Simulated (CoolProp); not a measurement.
Ethylene at several states: Z from the reference equation and from simpler models built on Tc = 9.2 °C, pc = 5042 kPa, ω = 0.087; each cubic takes its own stable root.

Model: reference Helmholtz-energy equation of state, Smukala 2000, in CoolProp.

| T (°C) | p (kPa) | phase | reference | van der Waals | Redlich-Kwong | Soave-Redlich-Kwong | Peng-Robinson |
|---|---|---|---|---|---|---|---|
| 49.85 | 3780 | gas | 0.8165 | 0.8152 | 0.8115 | 0.8181 | 0.7959 |
| -88.25 | 5380 | liquid | 0.1781 | 0.2675 | 0.1851 | 0.1845 | 0.1635 |
| -93.95 | 19500 | liquid | 0.6407 | 0.9412 | 0.6601 | 0.6588 | 0.5863 |
| -139.45 | 2860 | liquid | 0.1167 | 0.1788 | 0.1208 | 0.1212 | 0.1078 |
| -5.05 | 136 | gas | 0.9893 | 0.9909 | 0.9893 | 0.9892 | 0.9881 |
| 83.55 | 13.6 | gas | 0.9996 | 0.9996 | 0.9995 | 0.9996 | 0.9995 |
